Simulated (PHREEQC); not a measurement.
Synthetic water in mg/L, 25 °C, pH 5.81, pe 10.4:

```
constituent                mg/L
-----------------------  ------
Na                         1.42
K                          2.53
Ca                        0.031
Mg                        0.135
Cl                         1.99
S(6) as SO4                1.63
Alkalinity as HCO3         3.01
Pb                        0.117
Si as SiO2               0.0335
O(0) (dissolved oxygen)  0.0211
```

Valence states are taken as typed.

The numbers come from PHREEQC with the ion-association model, wateq4f.dat.

Each row changes one thing in this solution. No solid was allowed to form.

| case | CO2 (mol/kgw) | Pb+2 (mol/kgw) | PbHCO3+ (mol/kgw) | MgSO4 (mol/kgw) | PbCO3 (mol/kgw) | KSO4- (mol/kgw) | SI of Quartz (SiO2) | SI of Pb(OH)2 (Pb(OH)2) |
|---|---|---|---|---|---|---|---|---|
| as made | 0.000174 | 5.20e-7 | 1.98e-8 | 1.95e-8 | 1.29e-8 | 7.25e-9 | -2.27 | -2.84 |
| pH from 5.81 to 5.51 at the same alkalinity | 0.000359 | 5.28e-7 | 2.07e-8 | 1.95e-8 | 6.78e-9 | 7.25e-9 | -2.27 | -3.43 |
| Pb from 0.117 to 0.234 mg/L | 0.000174 | 1.04e-6 | 3.96e-8 | 1.95e-8 | … | 7.25e-9 | -2.27 | -2.54 |
| temperature from 25 to 50 °C at the same typed pH | … | 5.15e-7 | 1.95e-8 | 3.50e-8 | 1.82e-8 | 1.08e-8 | -2.61 | -2.05 |
| Cl from 1.99 to 3.98 mg/L | 0.000174 | 5.19e-7 | 1.97e-8 | 1.93e-8 | 1.28e-8 | 7.22e-9 | -2.27 | -2.84 |

Complete the blanks.


- Pb from 0.117 to 0.234 mg/L, PbCO3 (mol/kgw): 2.58e-8
- temperature from 25 to 50 °C at the same typed pH, CO2 (mol/kgw): 0.000150

Away from 25 °C the constants follow the database's enthalpies or fits; those with neither stay at their 25 °C values.
